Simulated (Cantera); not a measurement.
Dilute partial oxidation

An isothermal, constant-pressure homogeneous reactor starts with C2H4 : O2 : N2 : H2O = 0.0042 : 0.014 : 1 : 0.067 (molar parts), at 1273 K and 1.01 bar.

Computed with Cantera and GRI-Mech 3.0 (53 species, 325 reactions). GRI-Mech 3.0 was tuned for natural gas; its chemistry of ethylene as a main component is partial and can be far from experiment.

| t (s) | x C2H4 | x O2 | x H | x CH4 | x H2O2 |
|---|---|---|---|---|---|
| 0.000400 | 0.00385 | 0.0129 | 4.92e-6 | 3.14e-7 | 1.68e-8 |
| 0.00119 | 0.000214 | 0.00706 | 0.000162 | 0.000237 | 1.73e-7 |
| 0.00356 | <1e-12 | 0.00252 | 0.000321 | <1e-12 | 4.31e-7 |
| 0.0106 | <1e-12 | 0.00151 | 3.76e-5 | <1e-12 | 1.56e-7 |
| 0.0317 | <1e-12 | 0.00132 | 2.90e-6 | <1e-12 | 3.81e-8 |
| 0.0948 | <1e-12 | 0.00129 | 1.89e-7 | <1e-12 | 7.64e-9 |
| 0.283 | <1e-12 | 0.00129 | 1.39e-8 | <1e-12 | 1.57e-9 |
| 0.844 | <1e-12 | 0.00129 | 1.61e-9 | <1e-12 | 4.08e-10 |
| 2.52 | <1e-12 | 0.00129 | 3.71e-10 | <1e-12 | 1.56e-10 |
| 7.52 | <1e-12 | 0.00129 | 2.32e-10 | <1e-12 | 1.13e-10 |
| 22.4 | <1e-12 | 0.00129 | 2.29e-10 | <1e-12 | 1.12e-10 |
| 67.0 | <1e-12 | 0.00129 | 2.29e-10 | <1e-12 | 1.12e-10 |
| 200 | <1e-12 | 0.00129 | 2.29e-10 | <1e-12 | 1.12e-10 |
x: mole fraction; the columns are a selection and need not sum to one.

Equilibrium at this temperature and pressure: C2H4 <1e-12, O2 0.00128, H 2.29e-10, CH4 <1e-12, H2O2 1.11e-10 (gas phase only).
